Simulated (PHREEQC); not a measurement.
City or well water: speciation

Model water analysis in mmol/kgw, 20 °C, pH 6.32, pe 8.5:

```json
[
 {"constituent": "Na", "mmol/kgw": "0.698"},
 {"constituent": "K", "mmol/kgw": "0.00138"},
 {"constituent": "Ca", "mmol/kgw": "0.385"},
 {"constituent": "Mg", "mmol/kgw": "0.0618"},
 {"constituent": "Cl", "mmol/kgw": "0.321"},
 {"constituent": "S(6)", "mmol/kgw": "0.173"},
 {"constituent": "Alkalinity (meq/kgw)", "mmol/kgw": "0.909"},
 {"constituent": "Cu(2)", "mmol/kgw": "0.0344"},
 {"constituent": "Pb", "mmol/kgw": "0.000666"}
]
```

Valence states are taken as typed.

The numbers come from PHREEQC with the ion-association model, wateq4f.dat.

Each row changes one thing in this solution. This is a speciation only: nothing precipitates in the calculation.

| case | CO2 (mol/kgw) | Cu+2 (mol/kgw) | CaSO4 (mol/kgw) | CuHCO3+ (mol/kgw) | CuCO3 (mol/kgw) | CaHCO3+ (mol/kgw) | SI of Tenorite (CuO) | SI of Cerrusite (PbCO3) |
|---|---|---|---|---|---|---|---|---|
| as made | 0.000967 | 1.91e-5 | 7.74e-6 | 6.91e-6 | 6.18e-6 | 3.16e-6 | +0.02 | -0.64 |
| pH from 6.32 to 6.62 at the same alkalinity | 0.000478 | 1.45e-5 | (withheld) | 5.21e-6 | 9.31e-6 | 3.12e-6 | +0.51 | -0.49 |
| pH from 6.32 to 5.82 at the same alkalinity | 0.00309 | 2.28e-5 | 7.73e-6 | (withheld) | 2.37e-6 | 3.19e-6 | -0.90 | (withheld) |
| temperature from 20 to 85 °C at the same typed pH | 0.000897 | 1.32e-5 | 1.15e-5 | (withheld) | 7.24e-6 | 4.99e-6 | +1.91 | -1.17 |

Some entries are withheld; supply them.


- pH from 6.32 to 6.62 at the same alkalinity, CaSO4 (mol/kgw): 7.75e-6
- pH from 6.32 to 5.82 at the same alkalinity, CuHCO3+ (mol/kgw): 8.37e-6
- pH from 6.32 to 5.82 at the same alkalinity, SI of Cerrusite (PbCO3): -1.00
- temperature from 20 to 85 °C at the same typed pH, CuHCO3+ (mol/kgw): 4.62e-6

Species that the database lacks are ignored. Some of these states are supersaturated (in Malachite, Brochantite, Cu(OH)2, for instance). At this temperature some constants are extrapolated from 25 °C, and those without enthalpy data are left unchanged. The database's constant for dissolved Cu(OH)2 is higher than later reviews accept.
